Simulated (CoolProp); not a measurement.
Vapour-liquid equilibrium of R22 (1) + R113 (2) at 0.174 MPa; x and y are mole fractions of (1).

Values from CoolProp's multi-fluid Helmholtz-energy mixture model, Kamei 1995 and Marx 1992; pair parameters Bell 2016.

| x | bubble temperature (K) | y at the bubble point | dew temperature at overall composition x (K) | liquid density (mol/L) |
|---|---|---|---|---|
| 0.05 | 318.0 | 0.478 | 336.4 | 8.258 |
| 0.15 | 291.0 | 0.825 | 332.7 | 9.018 |
| 0.25 | 275.7 | 0.920 | 328.8 | 9.683 |
| 0.35 | 266.5 | 0.955 | 324.4 | 10.32 |
| 0.45 | 260.5 | 0.971 | 319.5 | 10.98 |
| 0.55 | 256.2 | 0.980 | 313.9 | 11.67 |
| 0.65 | 253.1 | 0.986 | 307.3 | 12.42 |
| 0.75 | 250.5 | 0.990 | 299.1 | 13.26 |
| 0.85 | 248.1 | 0.994 | 287.8 | 14.20 |
| 0.95 | 245.8 | 0.998 | 268.0 | 15.27 |

No azeotrope shows between x = 0.05 and 0.95.

The pair parameters rest on a limited set of measurements; away from them the model extrapolates.
